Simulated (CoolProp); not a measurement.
Vapour-liquid equilibrium of diethyl ether (1) + n-hexane (2) at 2.46 bar; x and y are mole fractions of (1).

The numbers come from the multi-fluid Helmholtz-energy mixture model, Thol 2014 and Thol 2019; pair parameters Bell 2016 in CoolProp.

Task: Give the bubble temperature and the first vapour's composition at x = 0.35, 0.65, 0.95. Is there an azeotrope?

Result: x = 0.35: 353.6 K, y = 0.588; x = 0.65: 343.8 K, y = 0.821; x = 0.95: 336.3 K, y = 0.978. No azeotrope shows between x = 0.05 and 0.95.

The pair parameters rest on a limited set of measurements; away from them the model extrapolates.
